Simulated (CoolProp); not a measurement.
Vapour-liquid equilibrium of methanol (1) + water (2) at 345.9 K; x and y are mole fractions of (1).

Values from CoolProp's multi-fluid Helmholtz-energy mixture model, de Reuck 1993 and Wagner 2002; pair parameters Bell 2016.

```json
[
 {"x": "0.05", "bubble pressure (MPa)": "?", "y at the bubble point": "0.232", "dew pressure at overall composition x (MPa)": "0.03671", "liquid density (mol/L)": "51.45"},
 {"x": "0.2", "bubble pressure (MPa)": "?", "y at the bubble point": "0.555", "dew pressure at overall composition x (MPa)": "0.04256", "liquid density (mol/L)": "44.39"},
 {"x": "0.35", "bubble pressure (MPa)": "0.08292", "y at the bubble point": "0.699", "dew pressure at overall composition x (MPa)": "0.05023", "liquid density (mol/L)": "?"},
 {"x": "0.5", "bubble pressure (MPa)": "0.09718", "y at the bubble point": "0.788", "dew pressure at overall composition x (MPa)": "0.06086", "liquid density (mol/L)": "33.95"},
 {"x": "0.65", "bubble pressure (MPa)": "?", "y at the bubble point": "0.857", "dew pressure at overall composition x (MPa)": "?", "liquid density (mol/L)": "?"},
 {"x": "0.8", "bubble pressure (MPa)": "0.1223", "y at the bubble point": "0.918", "dew pressure at overall composition x (MPa)": "0.09929", "liquid density (mol/L)": "26.73"},
 {"x": "0.95", "bubble pressure (MPa)": "0.1348", "y at the bubble point": "0.979", "dew pressure at overall composition x (MPa)": "0.1288", "liquid density (mol/L)": "23.93"}
]
```

What belongs in the gaps?


- 0.05, bubble pressure (MPa): 0.04403
- 0.2, bubble pressure (MPa): 0.06583
- 0.35, liquid density (mol/L): 38.66
- 0.65, bubble pressure (MPa): 0.1100
- 0.65, dew pressure at overall composition x (MPa): 0.07639
- 0.65, liquid density (mol/L): 30.03

No azeotrope shows between x = 0.05 and 0.95.

The pair parameters rest on a limited set of measurements; away from them the model extrapolates.
